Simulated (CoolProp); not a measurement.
Ethylbenzene along the isotherm 620 K: Z from the reference equation and from simpler models built on Tc = 617.1 K, pc = 36.22 bar, ω = 0.304; each cubic takes its own stable root.

The numbers come from the reference Helmholtz-energy equation of state, Zhou 2012 in CoolProp.

| p (bar) | phase | reference | van der Waals | Soave-Redlich-Kwong |
|---|---|---|---|---|
| 1.15 | gas | 0.9887 | 0.9906 | 0.9893 |
| 2.17 | gas | 0.9786 | 0.9822 | 0.9797 |
| 4.12 | gas | 0.9589 | 0.9656 | 0.9609 |
| 7.8 | gas | 0.9204 | 0.9331 | 0.9242 |
| 14.8 | gas | 0.8408 | 0.8650 | 0.8484 |
| 28 | gas | 0.6459 | 0.6963 | 0.6666 |
| 53.2 | supercritical | 0.2315 | 0.3457 | 0.2896 |
| 101 | supercritical | 0.3842 | 0.5574 | 0.4487 |
| 191 | supercritical | 0.6618 | 0.9439 | 0.7386 |
| 362 | supercritical | 1.152 | 1.633 | 1.246 |
